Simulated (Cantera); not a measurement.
An adiabatic, constant-volume homogeneous reactor starts with CO : H2 : O2 : N2 = 1 : 0.39 : 1.1 : 4.15 (molar parts), at 975 K and 100000 Pa. Integrator tolerance rtol = 1e-08.

Computed with Cantera and GRI-Mech 3.0 (53 species, 325 reactions).

What does this change do: pressure from 100000 Pa to 94000 Pa?


```json
[
 {"quantity": "time of steepest temperature rise", "before": "0.737 ms", "after": "0.693 ms"},
 {"quantity": "temperature at 6.00 s", "before": "2608 K", "after": "2604 K"},
 {"quantity": "equilibrium temperature", "before": "2608 K", "after": "2604 K"},
 {"quantity": "x(CO) at 6.00 s", "before": "0.0225 (gas-phase equilibrium 0.0225)", "after": "0.0228 (gas-phase equilibrium 0.0228)"},
 {"quantity": "x(H2) at 6.00 s", "before": "0.00141 (gas-phase equilibrium 0.00141)", "after": "0.00143 (gas-phase equilibrium 0.00143)"},
 {"quantity": "x(O2) at 6.00 s", "before": "0.0676 (gas-phase equilibrium 0.0676)", "after": "0.0677 (gas-phase equilibrium 0.0677)"},
 {"quantity": "x(HO2) at 6.00 s", "before": "7.60e-6 (gas-phase equilibrium 7.60e-6)", "after": "7.42e-6 (gas-phase equilibrium 7.42e-6)"},
 {"quantity": "x(H2O2) at 6.00 s", "before": "2.07e-7 (gas-phase equilibrium 2.07e-7)", "after": "1.99e-7 (gas-phase equilibrium 1.99e-7)"},
 {"quantity": "x(N2O) at 6.00 s", "before": "1.17e-6 (gas-phase equilibrium 1.17e-6)", "after": "1.13e-6 (gas-phase equilibrium 1.13e-6)"}
]
```
